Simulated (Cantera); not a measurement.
## SiH4 + H2 + HCl (silicon epitaxy and polysilicon growth)

Feed: 1 mol SiH4, 200 mol H2, 4.1 mol HCl, held at 100 Torr.

Cantera equilibrium calculation (NASA polynomials, part measured and part estimated; ideal gas, pure solids and liquids). Candidate condensed phases: Si; 19 gas species. The tables' values for SiCl3 are old estimates; treat these amounts as uncertain. Equilibrium is a limit: real reactors are often held back by kinetics, nucleation or transport.

From 650 °C to 1350 °C the condensed part is Si(s). The main Si-bearing gas is SiCl4 at 650 °C and SiCl2 at 1350 °C. The share of Si in condensed phases is highest at 1050 °C (79.1 %) and lowest at 650 °C (3.7 %).

| T (°C) | x H2 | x HCl | x SiCl4 | x SiHCl3 | x SiCl2 | x SiH2Cl2 | x H | n Si(s) |
|---|---|---|---|---|---|---|---|---|
| 650 | 0.991 | 0.00382 | 0.00231 | 0.00213 | 2.12e-5 | 0.000193 | 6.67e-10 | 0.0374 |
| 750 | 0.988 | 0.00846 | 0.00152 | 0.00151 | 0.000129 | 0.000165 | 1.13e-8 | 0.296 |
| 850 | 0.984 | 0.0139 | 0.000593 | 0.000720 | 0.000416 | 0.000107 | 1.16e-7 | 0.592 |
| 950 | 0.982 | 0.0170 | 0.000114 | 0.000204 | 0.000716 | 4.84e-5 | 8.16e-7 | 0.755 |
| 1050 | 0.981 | 0.0177 | 1.70e-5 | 4.78e-5 | 0.000876 | 1.92e-5 | 4.30e-6 | 0.791 |
| 1150 | 0.981 | 0.0178 | 2.93e-6 | 1.25e-5 | 0.000973 | 8.18e-6 | 1.80e-5 | 0.789 |
| 1250 | 0.981 | 0.0177 | 6.19e-7 | 3.85e-6 | 0.00105 | 3.84e-6 | 6.27e-5 | 0.779 |
| 1350 | 0.981 | 0.0176 | 1.58e-7 | 1.36e-6 | 0.00111 | 1.98e-6 | 0.000187 | 0.767 |
x: gas mole fraction; n: condensed amount in mol.
